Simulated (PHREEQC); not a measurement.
Make-up at 25 °C: 3 mmol/kgw KHCO3 and 0.19 mmol/kgw NH3. Closed to the air; pH follows from the charge balance.

The numbers come from PHREEQC with the ion-association model, phreeqc.dat.

| quantity | before | after |
|---|---|---|
| pH | 8.91 | 8.44 |
| NH4+ (mol/kgw) | 0.000132 | 0.000167 |
| NH3 (mol/kgw) | 5.76e-5 | 2.28e-5 |

Problem. Which change was made?
A) KHCO3 replaced by K2SiO3 at the same molality
B) temperature from 25 to 55 °C
C) KHCO3 from 0.003 to 0.015 mol/kgw
D) diluted 2-fold with water
E) NH3 from 0.00019 to 0.000209 mol/kgw

Solution. C, KHCO3 from 0.003 to 0.015 mol/kgw

This is a speciation only: nothing precipitates in the calculation.
